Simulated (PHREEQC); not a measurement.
Dissolve 0.016 mol/kgw HNO3, 0.00064 mol/kgw NiCl2 and 0.00061 mol/kgw MnSO4 at 25 °C. Closed to the air; pH follows from the charge balance.

The numbers come from PHREEQC with the ion-association model, wateq4f.dat.

This is a speciation only: nothing precipitates in the calculation.

### Question
Predict the pH.

### Answer
pH 1.85.

### Question
In which forms is Ni present?

### Answer
Ni+2 98 %, NiSO4 2.0 % of the Ni.
